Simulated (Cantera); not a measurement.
A closed system holds: 1 mol Hg, 0.19 mol N₂, 0.4 mol O₂, equilibrated at 975 °C and 1 atm.

Equilibrium computed with Cantera from the NASA thermochemical tables; the gas is ideal and each condensed phase is pure. Candidate condensed phases: Hg, HgO; 10 gas species. Rates play no part.

Base state: Hg 0.629, O₂ 0.252, N₂ 0.119, NO 0.000119 (mole fractions); condensed: gas only.

Problem. What changes in the equilibrium state with this change: temperature from 975 °C to 225 °C?

Solution. 
```json
[
 {"species": "N₂", "before": "0.119", "after": "0.951"},
 {"species": "Hg", "before": "0.629", "after": "0.0486"},
 {"species": "O₂", "before": "0.252", "after": "1.68e-8"},
 {"species": "NO", "before": "0.000119", "after": "<1e-9"},
 {"species": "Hg(l), mol", "before": "0", "after": "0.190"},
 {"species": "HgO(s), mol", "before": "0", "after": "0.800"}
]
```

Problem. What changes in the equilibrium state with this change: Hg replaced by PbO?

Solution. 
```json
[
 {"species": "O₂", "before": "0.252", "after": "0.678"},
 {"species": "N₂", "before": "0.119", "after": "0.322"},
 {"species": "NO", "before": "0.000119", "after": "0.000319"},
 {"species": "Hg", "before": "0.629", "after": "0"},
 {"species": "PbO", "before": "0", "after": "0.000174"},
 {"species": "PbO(l), mol", "before": "0", "after": "1.000"}
]
```
Gases not in the tables: (PbO)n polymers. Further candidate phases: Pb, PbO, PbO₂, Pb₃O₄.
